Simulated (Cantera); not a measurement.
Input: 1 mol CH3Cl, 0.67 mol Si, equilibrated at 952 °C and 100000 Pa.

Equilibrium computed with Cantera from the NASA thermochemical tables; the gas is ideal and each condensed phase is pure. The tables' values for SiCl3 are old estimates; treat these amounts as uncertain. The numbers say what is thermodynamically allowed, not how fast it happens.

| species | before | after |
|---|---|---|
| H2 | 0.696 | 0.594 |
| HCl | 0.211 | 0.360 |
| SiCl4 | 0.0762 | 0.0295 |
| SiCl2 | 0.000306 | 0.00448 |
| CH4 | 0.00636 | 0.00104 |
| SiCl3 | 0.00172 | 0.00621 |
| SiHCl3 | 0.00783 | 0.00458 |
| SiH2Cl2 | 0.000108 | 0.000111 |
| C(graphite), mol | 0.476 | 0.414 |
| SiC(s), mol | 0.512 | 0.584 |
Gas species are given as mole fractions.

### Question
What was changed between the two runs?
A) temperature from 952 °C to 1200 °C
B) temperature from 952 °C to 2302 °C
C) pressure from 100000 Pa to 76.0 Pa
D) pressure from 100000 Pa to 5300 Pa

### Answer
A, temperature from 952 °C to 1200 °C
